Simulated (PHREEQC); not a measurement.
Silver or lead bath: speciation

A solution holds 1.58 mmol/kgw PbCl2 and 0.52 mmol/kgw Cu(NO3)2, at 17 °C. Closed to the air; pH follows from the charge balance.

Computed with PHREEQC (ion-association model, phreeqc.dat).

The pH comes out as 5.27, the ionic strength comes out as 0.00605 mol/kgw and the specific conductance comes out as 434 µS/cm.

```csv
species,molality,activity,log γ
Cl-,0.00305,0.00281,-0.036
Pb+2,0.00145,0.00105,-0.142
NO3-,0.00102,0.000942,-0.036
Cu+2,0.000517,0.000378,-0.136
PbCl+,0.000104,9.59e-5,-0.035
PbNO3+,1.59e-5,1.46e-5,-0.035
```

No solid was allowed to form. Complexes and solids missing from the database can't appear.
